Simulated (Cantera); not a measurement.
**Thermodynamics of silicon carbide growth, feed SiCl₄ + C₂H₄ + H₂**

A closed system holds: 1 mol SiCl₄, 0.0067 mol C₂H₄, a varied amount of H₂, at 2400 K and 0.100 bar.

Method: chemical equilibrium by Gibbs-energy minimisation in Cantera with the NASA 1993 tables (ideal gas, pure condensed phases). Candidate condensed phases: C, C₆H₆, C₇H₈, C₈H₁₈, Si, SiC; 109 gas species. The tables' values for SiCl, SiCl₃ are old estimates; treat these amounts as uncertain. Gases not in the tables: Si₂H₆ and higher silanes. Equilibrium is a limit: real reactors are often held back by kinetics, nucleation or transport.

From 4.1 mol H₂ to 46 mol H₂ nothing is condensed. The main Si-bearing gas is SiCl₂ at 4.1 mol H₂ and Si at 46 mol H₂.

| n(H₂) (mol) | log p H₂ | log p HCl | log p SiCl₂ | log p H | log p Cl | log p Si |
|---|---|---|---|---|---|---|
| 4.1 | -1.33 | -1.49 | -1.86 | -2.46 | -2.77 | -3.08 |
| 5.2 | -1.27 | -1.55 | -1.95 | -2.44 | -2.85 | -3.00 |
| 6.6 | -1.23 | -1.61 | -2.05 | -2.41 | -2.94 | -2.93 |
| 8.5 | -1.19 | -1.67 | -2.17 | -2.39 | -3.02 | -2.88 |
| 11 | -1.16 | -1.74 | -2.31 | -2.38 | -3.11 | -2.84 |
| 14 | -1.13 | -1.81 | -2.44 | -2.36 | -3.19 | -2.82 |
| 17 | -1.12 | -1.87 | -2.57 | -2.36 | -3.25 | -2.82 |
| 22 | -1.10 | -1.94 | -2.74 | -2.35 | -3.34 | -2.83 |
| 28 | -1.09 | -2.01 | -2.92 | -2.34 | -3.42 | -2.85 |
| 36 | -1.07 | -2.09 | -3.13 | -2.33 | -3.50 | -2.88 |
| 46 | -1.06 | -2.17 | -3.35 | -2.33 | -3.59 | -2.93 |
log p: log10 of the partial pressure in bar; nothing condenses.
